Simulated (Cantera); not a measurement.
**Diamond growth**

A diamond (100) surface in a fixed gas of H2 with x(CH4) = 0.011, x(CH3) = 0.0011, at 925 K, 12000 Pa; coverages are run to steady state.

Computed with Cantera and the Harris–Goodwin 1993 mechanism for the reconstructed diamond (100) surface.

```csv
x(H),growth (µm/h),θ c6HH,θ c6H*,θ c6*H,θ c6**,θ c6HM
0.0001,3.89,0.0967,0.00144,0.0369,0.000156,0.680
0.00023,8.02,0.158,0.00260,0.0669,0.000494,0.607
0.00053,15.0,0.253,0.00442,0.114,0.00124,0.493
0.0012,24.3,0.372,0.00668,0.171,0.00237,0.351
0.0028,33.8,0.492,0.00896,0.229,0.00360,0.209
0.0063,40.5,0.574,0.0106,0.269,0.00449,0.111
0.014,44.4,0.621,0.0117,0.292,0.00502,0.0549
0.033,46.6,0.647,0.0126,0.304,0.00535,0.0244
0.076,47.8,0.658,0.0138,0.309,0.00558,0.0109
```
θ: site fractions in the mechanism's names (c6HH fully hydrogenated, c6H* and c6*H radical sites, c6** diradical, c6HM methylated).
